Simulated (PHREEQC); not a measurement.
Brine: an equilibrium model

A solution holds 0.11 mol/kgw KCl and 0.74 mol/kgw MgCl2, at 90 °C. Closed to the air; pH follows from the charge balance.

Computed with PHREEQC (Pitzer model, pitzer.dat).

```
Property                    Value
-------------------  ------------
ionic strength       2.33 mol/kgw
activity of water           0.959
density               1.026 g/cm³
osmotic coefficient         0.943
```

```
species  molality  activity   log γ
-------  --------  --------  ------
Cl-          1.59     0.894  -0.250
Mg+2        0.740     0.148  -0.699
K+          0.110    0.0657  -0.224
H+        5.79e-6   5.47e-6  -0.025
MgOH+     5.41e-6   4.24e-6  -0.105
OH-       3.84e-7   6.91e-8  -0.745
```

Precipitation was switched off in this run. Away from 25 °C the constants follow the database's enthalpies or fits; those with neither stay at their 25 °C values.
